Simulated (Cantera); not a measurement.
Feed: 1 mol V₂O₅, 2100 mol H₂, at 0.133 bar.

Cantera equilibrium calculation (NASA polynomials, part measured and part estimated; ideal gas, pure solids and liquids). Candidate condensed phases: H₂O, V, VO, V₂O₃, V₂O₄, V₂O₅; 12 gas species. Mutual solubility and eutectic melting of coexisting phases are not modelled. VO: taken at fixed stoichiometry. Condensed phases not in the tables: the oxides between V₂O₃ and V₂O₅ other than VO₂. Equilibrium is a limit: real reactors are often held back by kinetics, nucleation or transport.

x: gas mole fraction; n: condensed amount in mol.

```json
[
 {"T (K)": "1223", "x H₂": "0.999", "x H₂O": "0.000952", "x H": "8.23e-7", "x VO": "<1e-12", "x VO₂": "<1e-12", "x OH": "7.07e-12", "n V₂O₃(s)": "1.00", "n VO(s)": "0"},
 {"T (K)": "1273", "x H₂": "0.999", "x H₂O": "0.000952", "x H": "___", "x VO": "<1e-12", "x VO₂": "___", "x OH": "___", "n V₂O₃(s)": "1.00", "n VO(s)": "0"},
 {"T (K)": "1323", "x H₂": "0.999", "x H₂O": "0.00119", "x H": "4.34e-6", "x VO": "1.29e-12", "x VO₂": "9.84e-12", "x OH": "7.50e-11", "n V₂O₃(s)": "0.496", "n VO(s)": "1.01"},
 {"T (K)": "1373", "x H₂": "0.999", "x H₂O": "0.00143", "x H": "9.11e-6", "x VO": "7.62e-12", "x VO₂": "4.85e-11", "x OH": "2.33e-10", "n V₂O₃(s)": "0", "n VO(s)": "2.00"},
 {"T (K)": "1423", "x H₂": "0.999", "x H₂O": "0.00143", "x H": "___", "x VO": "___", "x VO₂": "___", "x OH": "___", "n V₂O₃(s)": "0", "n VO(s)": "2.00"},
 {"T (K)": "1473", "x H₂": "0.999", "x H₂O": "0.00143", "x H": "3.46e-5", "x VO": "1.82e-10", "x VO₂": "6.09e-10", "x OH": "1.29e-9", "n V₂O₃(s)": "0", "n VO(s)": "2.00"},
 {"T (K)": "1523", "x H₂": "0.999", "x H₂O": "0.00143", "x H": "6.32e-5", "x VO": "7.59e-10", "x VO₂": "1.90e-9", "x OH": "2.79e-9", "n V₂O₃(s)": "0", "n VO(s)": "2.00"},
 {"T (K)": "1573", "x H₂": "0.998", "x H₂O": "0.00143", "x H": "0.000111", "x VO": "2.87e-9", "x VO₂": "5.47e-9", "x OH": "5.75e-9", "n V₂O₃(s)": "0", "n VO(s)": "2.00"},
 {"T (K)": "1623", "x H₂": "0.998", "x H₂O": "0.00143", "x H": "0.000189", "x VO": "9.97e-9", "x VO₂": "1.47e-8", "x OH": "1.13e-8", "n V₂O₃(s)": "0", "n VO(s)": "2.00"},
 {"T (K)": "1673", "x H₂": "0.998", "x H₂O": "0.00143", "x H": "0.000312", "x VO": "3.20e-8", "x VO₂": "3.73e-8", "x OH": "2.14e-8", "n V₂O₃(s)": "0", "n VO(s)": "2.00"},
 {"T (K)": "1723", "x H₂": "0.998", "x H₂O": "0.00143", "x H": "0.000499", "x VO": "9.58e-8", "x VO₂": "8.93e-8", "x OH": "3.91e-8", "n V₂O₃(s)": "0", "n VO(s)": "2.00"},
 {"T (K)": "1773", "x H₂": "0.998", "x H₂O": "0.00143", "x H": "0.000778", "x VO": "2.69e-7", "x VO₂": "2.03e-7", "x OH": "6.90e-8", "n V₂O₃(s)": "0", "n VO(s)": "2.00"}
]
```

**Question.** Complete the blanks.

**Answer.** 
- 1423, x H: 1.82e-5
- 1423, x VO: 3.95e-11
- 1423, x VO₂: 1.80e-10
- 1423, x OH: 5.64e-10
- 1273, x H: 1.95e-6
- 1273, x VO₂: 1.58e-12
- 1273, x OH: 2.14e-11
